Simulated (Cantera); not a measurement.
Feed: 1 mol Si, 1.1 mol Cl2, 5.9 mol H2, equilibrated at 827 °C and 14000 Pa.

Cantera equilibrium calculation (NASA polynomials, part measured and part estimated; ideal gas, pure solids and liquids). Candidate condensed phases: Si; 19 gas species. The tables' values for SiCl3 are old estimates; treat these amounts as uncertain. Kinetics and transport are ignored.

Base state: H2 0.881, SiCl4 0.0560, HCl 0.0347, SiHCl3 0.0210, SiCl3 0.00334, SiCl2 0.00278, SiH2Cl2 0.000944, SiH3Cl 1.13e-5 (mole fractions); condensed: Si(s).

What changes in the equilibrium state with this change: temperature from 827 °C to 852 °C?


```json
[
 {"species": "H2", "before": "0.881", "after": "0.876"},
 {"species": "SiCl4", "before": "0.0560", "after": "0.0538"},
 {"species": "HCl", "before": "0.0347", "after": "0.0406"},
 {"species": "SiHCl3", "before": "0.0210", "after": "0.0202"},
 {"species": "SiCl2", "before": "0.00278", "after": "0.00398"},
 {"species": "SiCl3", "before": "0.00334", "after": "0.00417"},
 {"species": "SiH2Cl2", "before": "0.000944", "after": "0.000929"},
 {"species": "Si(s), mol", "before": "0.455", "after": "0.460"}
]
```

What changes in the equilibrium state with this change: pressure from 14000 Pa to 101000 Pa?


```json
[
 {"species": "H2", "before": "0.881", "after": "0.888"},
 {"species": "SiCl4", "before": "0.0560", "after": "0.0524"},
 {"species": "SiHCl3", "before": "0.0210", "after": "0.0329"},
 {"species": "HCl", "before": "0.0347", "after": "0.0209"},
 {"species": "SiH3Cl", "before": "1.13e-5", "after": "4.94e-5"},
 {"species": "SiCl2", "before": "0.00278", "after": "0.000998"},
 {"species": "SiH2Cl2", "before": "0.000944", "after": "0.00248"},
 {"species": "Si(s), mol", "before": "0.455", "after": "0.416"}
]
```
